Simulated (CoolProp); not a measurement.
Saturation properties of 1,2-dichloroethane.

Values from CoolProp's reference Helmholtz-energy equation of state, Thol 2015.

| T (°C) | p (MPa) | vapour density (kg/m³) |
|---|---|---|
| -6.55 | 0.001887 | 0.08435 |
| 8.75 | 0.004591 | 0.1944 |
| 23.95 | 0.009998 | 0.4026 |
| 39.15 | 0.01994 | 0.7664 |
| 54.45 | 0.03703 | 1.365 |
| 69.65 | 0.06429 | 2.280 |
| 84.85 | 0.1057 | 3.625 |
| 100.15 | 0.1663 | 5.538 |
| 115.35 | 0.2505 | 8.142 |
| 130.65 | 0.3652 | 11.64 |
| 145.85 | 0.5151 | 16.19 |
| 161.05 | 0.7075 | 22.07 |

It boils at 83.5 °C under 1 atm.
